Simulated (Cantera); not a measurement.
A perfectly stirred reactor is fed with 0.0309 % CH3OH, 0.219 % O2, 99.7 % N2, at 0.970 bar; it is held at 975 K, and followed from long to short residence time.

Computed with Cantera and GRI-Mech 3.0 (53 species, 325 reactions). GRI-Mech 3.0 was tuned for natural gas; its chemistry of methanol as a main component is partial and can be far from experiment.

Problem. Predict: x(CH3OH) at τ = 2.10 s; x(O2) at τ = 2.10 s; x(CO) at τ = 2.10 s; x(CH3OH) at τ = 14.0 ms; x(O2) at τ = 14.0 ms.

Solution. 
```
Quantity                    Value
-----------------------  --------
x(CH3OH) at τ = 2.10 s    5.53e-5
x(O2) at τ = 2.10 s       0.00199
x(CO) at τ = 2.10 s      0.000205
x(CH3OH) at τ = 14.0 ms  0.000309
x(O2) at τ = 14.0 ms      0.00219
```
